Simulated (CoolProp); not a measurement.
Computed with CoolProp (reference Helmholtz-energy equation of state, Lemmon 2006). It is a short technical equation, of lower accuracy than the large ones.

Task: For acetone, give the phase and the Joule-Thomson coefficient (K/MPa) at 541.3 K and 0.0119 MPa; 419.1 K and 0.101 MPa; 325.2 K and 0.103 MPa.

Result: 
- 541.3 K and 0.0119 MPa: gas; Joule-Thomson coefficient 9.27
- 419.1 K and 0.101 MPa: gas; Joule-Thomson coefficient 24.5
- 325.2 K and 0.103 MPa: liquid; Joule-Thomson coefficient -0.294
